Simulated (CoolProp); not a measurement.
R407C at several states: fugacity coefficient from the reference equation and from simpler models built on Tc = 359.3 K, pc = 46.32 bar, ω = 0.363; each cubic takes its own stable root.

Computed with CoolProp (reference Helmholtz-energy equation of state, Lemmon 2003). It is a pseudo-pure fit of the blend.

| T (K) | p (bar) | phase | reference | van der Waals | Peng-Robinson |
|---|---|---|---|---|---|
| 330.3 | 5.4 | gas | 0.9423 | 0.9577 | 0.9427 |
| 482.5 | 7.91 | gas | 0.9795 | 0.9761 | 0.9784 |
| 412.2 | 0.555 | gas | 0.9973 | 0.9975 | 0.9972 |
| 294.7 | 63.1 | liquid | 0.1560 | 0.3112 | 0.1505 |
| 300.8 | 62.3 | liquid | 0.1825 | 0.3368 | 0.1775 |
